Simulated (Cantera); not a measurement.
What does this Cantera script print?

```python
import numpy as np
import cantera as ct

gas = ct.Solution("gri30.yaml")
gas.TPX = 1400, 120000, {'CH4': 1, 'H2': 0.12, 'O2': 1.87, 'N2': 7.04}
reactor = ct.IdealGasReactor(gas, energy="on", clone=False)
net = ct.ReactorNet([reactor])
net.rtol, net.atol = 1e-08, 1e-16
show = ['CH4', 'H2', 'O2', 'CH2CO', 'NO2', 'HCN']
times = np.geomspace(1e-06, 10, 15)

steps = ct.SolutionArray(gas, extra=["t"])
rows = []
print(f"{'t/s':>10s}{'T/K':>9s}{'P/Pa':>11s}" + "".join(f"{s:>11s}" for s in show))
for t in times:
    while net.time < t:
        t_next = net.step()
        steps.append(gas.state, t=t_next)
    rows.append([np.interp(t, steps.t, y) for y in (steps.T, steps.P, *steps(*show).X.T)])
    print(f"{t:10.3e}{rows[-1][0]:9.1f}{rows[-1][1]:11.4g}" + "".join(f"{x:11.3e}" for x in rows[-1][2:]))
rate = np.gradient(steps.T, steps.t)
print("integrator steps:", len(steps.t))
if steps.T.max() > steps.T[0] + 200:
    print(f"time of steepest temperature rise: {steps.t[rate.argmax()]:.4e} s")
gas.TPX = 1400, 120000, {'CH4': 1, 'H2': 0.12, 'O2': 1.87, 'N2': 7.04}
gas.equilibrate("UV")
print(f"equilibrium (UV): T = {gas.T:.1f} K  " + "  ".join(f"{s} {gas[s].X[0]:.3e}" for s in show))
```

Result:

```
       t/s      T/K       P/Pa        CH4         H2         O2      CH2CO        NO2        HCN
 1.000e-06   1400.0    1.2e+05  9.970e-02  1.196e-02  1.864e-01  9.571e-25  1.659e-25  2.784e-22
 3.162e-06   1400.0    1.2e+05  9.970e-02  1.196e-02  1.864e-01  1.084e-21  1.576e-23  3.280e-21
 1.000e-05   1400.0    1.2e+05  9.970e-02  1.196e-02  1.864e-01  5.617e-19  8.602e-22  3.747e-20
 3.162e-05   1400.0    1.2e+05  9.970e-02  1.196e-02  1.864e-01  2.708e-16  4.682e-20  4.570e-19
 1.000e-04   1400.0    1.2e+05  9.969e-02  1.196e-02  1.864e-01  3.152e-13  3.828e-18  9.103e-18
 3.162e-04   1400.6  1.201e+05  9.947e-02  1.193e-02  1.863e-01  2.910e-09  5.578e-16  2.147e-15
 1.000e-03   1425.7  1.222e+05  9.529e-02  1.207e-02  1.836e-01  5.248e-06  2.636e-13  5.036e-13
 3.162e-03   2916.2   2.64e+05  3.652e-14  2.825e-02  1.295e-02  5.059e-16  2.424e-06  7.272e-09
 1.000e-02   2916.2   2.64e+05  3.653e-14  2.826e-02  1.294e-02  5.059e-16  2.426e-06  7.277e-09
 3.162e-02   2916.2   2.64e+05  3.653e-14  2.826e-02  1.294e-02  5.059e-16  2.426e-06  7.277e-09
 1.000e-01   2916.2   2.64e+05  3.653e-14  2.826e-02  1.294e-02  5.059e-16  2.426e-06  7.277e-09
 3.162e-01   2916.2   2.64e+05  3.653e-14  2.826e-02  1.294e-02  5.059e-16  2.426e-06  7.277e-09
 1.000e+00   2916.2   2.64e+05  3.653e-14  2.826e-02  1.294e-02  5.059e-16  2.426e-06  7.277e-09
 3.162e+00   2916.2   2.64e+05  3.653e-14  2.826e-02  1.294e-02  5.059e-16  2.426e-06  7.277e-09
 1.000e+01   2916.2   2.64e+05  3.653e-14  2.826e-02  1.294e-02  5.059e-16  2.426e-06  7.277e-09
integrator steps: 2002
time of steepest temperature rise: 1.4543e-03 s
equilibrium (UV): T = 2916.2 K  CH4 4.656e-14  H2 2.826e-02  O2 1.294e-02  CH2CO 5.443e-16  NO2 2.426e-06  HCN 7.277e-09
```

Cantera simulation using GRI-Mech 3.0 (53 species, 325 reactions); the numbers are that mechanism's predictions, not measurements.
